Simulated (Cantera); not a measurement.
Input (Python, Cantera) and output of one run.

```python
import numpy as np
import cantera as ct

gas_names = """
    H HO2 H2 H2O H2O2 O OH O2 O3 Pb PbO Pb2
""".split()
cond_names = """
    H2O(s) H2O(L) Pb(cr) Pb(L) PbO(rd) PbO(yw) PbO(L) PbO2(s) Pb3O4(s)
""".split()


# ... load() reads the species with a 1 bar reference pressure and builds the phases ...
atoms = {
    'PbO': {'Pb': 1, 'O': 1},
    'H2': {'H': 2},
}
top_T = {'Pb3O4(s)': 820}  # K; cautious upper limits of use, not melting points


# ... equilibrate(T, P, feed) seeds the gas with the atoms and calls Mixture.equilibrate('TP', solver="vcs", rtol=1e-11, max_steps=5000) ...
results = []
T = 1250  # K
P = 16  # Pa
for m in [0.28, 0.33, 0.39, 0.46, 0.55, 0.65, 0.78, 0.92, 1.1, 1.3, 1.5, 1.8, 2.2]:
    feed = {'PbO': 1, 'H2': m}  # mol
    mix = equilibrate(T, P, feed)
    results.append((T, P, feed, dict(zip(mix.species_names, mix.species_moles))))

top = {s: max(r[3][s] / sum(r[3][g] for g in gas_names) for r in results) for s in gas_names}
cols = sorted((s for s in top if top[s] > 1e-06), key=lambda s: -top[s])[:6]
seen = [c for c in cond_names if any(r[3].get(c, 0) > 1e-12 for r in results)]
print("log10 of partial pressures in bar; condensed amounts in mol")
print(f"{'n(H2)':>10s}" + "".join(f"{s[:9]:>10s}" for s in cols + seen))
for T, P, feed, n in results:
    ng = sum(n[g] for g in gas_names)
    print(f"{feed['H2']:10.4g}" + "".join(f"{np.log10(max(n[s] / ng * P / 1e5, 1e-99)):10.3f}" for s in cols)
          + "".join(f"{n.get(c, 0):10.4g}" for c in seen))
```

Output:

```
log10 of partial pressures in bar; condensed amounts in mol
     n(H2)       PbO        Pb       H2O        H2        O2        OH
      0.28    -4.072    -4.413    -4.462    -9.080    -5.689    -8.224
      0.33    -4.113    -4.375    -4.405    -8.944    -5.848    -8.236
      0.39    -4.168    -4.333    -4.350    -8.793    -6.040    -8.256
      0.46    -4.237    -4.290    -4.299    -8.628    -6.266    -8.287
      0.55    -4.339    -4.242    -4.247    -8.427    -6.563    -8.335
      0.65    -4.473    -4.199    -4.201    -8.204    -6.918    -8.401
      0.78    -4.705    -4.154    -4.154    -7.880    -7.473    -8.517
      0.92    -5.174    -4.116    -4.116    -7.335    -8.486    -8.751
       1.1    -7.398    -4.118    -4.118    -5.116   -12.929    -9.863
       1.3    -7.912    -4.158    -4.158    -4.680   -13.879   -10.120
       1.5    -8.170    -4.194    -4.194    -4.495   -14.323   -10.249
       1.8    -8.423    -4.243    -4.243    -4.340   -14.731   -10.375
       2.2    -8.657    -4.301    -4.301    -4.222   -15.083   -10.492
```

Equilibrium computed with Cantera from the NASA thermochemical tables; the gas is ideal and each condensed phase is pure.
